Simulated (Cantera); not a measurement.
Input (Python, Cantera) and output of one run.

```python
import numpy as np
import cantera as ct

gas_names = """
    B BN BO BO2 B2 B2O B2O2 B2O3 N NO NO2 NO3 N2 N2O O O2 O3
""".split()
cond_names = """
    B(b) B(L) BN(s) B2O3(L)
""".split()


def load(file, names, dense=False):
    # The tables refer to 1 bar. Condensed volumes are neglected.
    table = {s.name: s for s in ct.Species.list_from_file(file)}
    out = []
    for n in names:
        d = dict(table[n].input_data)
        d["thermo"] = dict(d["thermo"], **{"reference-pressure": 1e5})
        if dense:
            d["equation-of-state"] = {"model": "constant-volume", "density": "1e6 g/cm^3"}
        out.append(ct.Species.from_dict(d))
    return out


gas = ct.Solution(thermo="ideal-gas", species=load("nasa_gas.yaml", gas_names))
cond = {s.name: ct.Solution(thermo="fixed-stoichiometry", species=[s], name=s.name)
        for s in load("nasa_condensed.yaml", cond_names, dense=True)}
atoms = {
    'B2O3': {'B': 2, 'O': 3},
    'O2': {'O': 2},
    'N2': {'N': 2},
}
top_T = {'BN(s)': 3200}  # K; cautious upper limits of use, not melting points


def equilibrate(T, P, feed):
    n = {}
    for name, mol in feed.items():
        for a, k in atoms[name].items():
            n[a] = n.get(a, 0.0) + k * mol
    gas.TPX = T, P, n
    mass = sum(n.values()) * gas.mean_molecular_weight
    gas.equilibrate("TP")
    valid = [c for c in cond.values() if c.min_temp <= T <= top_T.get(c.name, c.max_temp)]
    mix = ct.Mixture([(gas, mass / gas.mean_molecular_weight)] + [(c, 0.0) for c in valid])
    mix.T, mix.P = T, P
    mix.equilibrate("TP", solver="vcs", rtol=1e-11, max_steps=5000)
    return mix


results = []
feed = {'B2O3': 1, 'O2': 1.6, 'N2': 16}  # mol
T = 850  # K
P = 10000  # Pa
mix = equilibrate(T, P, feed)
results.append((T, P, feed, dict(zip(mix.species_names, mix.species_moles))))
x = sorted(zip(gas.X, gas.species_names), reverse=True)
print(f"T = {T:g} K  P = {P:g} Pa  gas = {mix.phase_moles(0):.4g} mol")
print("   x: " + "  ".join(f"{s} {v:.3e}" for v, s in x if v > 1e-06))
print("   condensed (mol): " + ("  ".join(f"{mix.phase(i).name} {mix.phase_moles(i):.4g}"
      for i in range(1, mix.n_phases) if mix.phase_moles(i) > 1e-12) or "none"))
```

Result:

```
T = 850 K  P = 10000 Pa  gas = 17.6 mol
   x: N2 9.091e-01  O2 9.091e-02  NO 3.177e-06
   condensed (mol): B2O3(L) 1
```

Method: chemical equilibrium by Gibbs-energy minimisation in Cantera with the NASA 1993 tables (ideal gas, pure condensed phases).
